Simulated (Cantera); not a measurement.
Feed: 1 mol Si, 1.1 mol H2O, 190 mol H2, held at 2000 K and 1.30 Pa.

Cantera equilibrium calculation (NASA polynomials, part measured and part estimated; ideal gas, pure solids and liquids). Candidate condensed phases: H2O, Si, SiO2; 18 gas species. Equilibrium is a limit: real reactors are often held back by kinetics, nucleation or transport.

What is the equilibrium state?


```
Quantity                             Result
--------------------------------  ---------
x(H2)                                 0.636
x(H)                                  0.360
x(SiO)                              0.00427
x(H2O)                             0.000396
x(OH)                               2.23e-5
x(O)                                9.24e-6
gas amount                        234.2 mol
log10 activity of Si(l) (absent)      -7.21
```
